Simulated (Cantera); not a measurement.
Thermodynamics of oxide etching and cleaning by halides, feed B2O3 + HF + N2

A closed system holds: 1 mol B2O3, 3.3 mol HF, 63 mol N2, held at 13.3 mbar.

These are equilibrium values from Cantera (NASA tables, ideal gas, pure condensed phases), not measurements of a reactor. Candidate condensed phases: B, BN, B2O3, B3O3H3, H2O; 62 gas species. Gases not in the tables: H3BO3. The numbers say what is thermodynamically allowed, not how fast it happens.

From 1048 K to 1298 K the condensed part is B2O3(l). From 1348 K to 1648 K nothing is condensed.

```csv
T (K),log p N2,log p HF,log p BOF,log p H2O,log p BF3,n B2O3(l)
1048,-1.90,-3.51,-5.19,-3.75,-3.98,0.636
1098,-1.90,-3.48,-4.78,-3.78,-4.02,0.634
1148,-1.90,-3.46,-4.41,-3.80,-4.08,0.608
1198,-1.90,-3.45,-4.09,-3.82,-4.17,0.538
1248,-1.90,-3.46,-3.82,-3.83,-4.32,0.400
1298,-1.90,-3.50,-3.60,-3.82,-4.57,0.181
1348,-1.90,-3.54,-3.49,-3.81,-4.89,0
1398,-1.90,-3.52,-3.48,-3.82,-5.15,0
1448,-1.90,-3.52,-3.47,-3.83,-5.42,0
1498,-1.90,-3.51,-3.47,-3.84,-5.68,0
1548,-1.90,-3.51,-3.47,-3.84,-5.93,0
1598,-1.90,-3.50,-3.47,-3.85,-6.17,0
1648,-1.90,-3.50,-3.47,-3.85,-6.40,0
```
log p: log10 of the partial pressure in bar; n: condensed amount in mol.
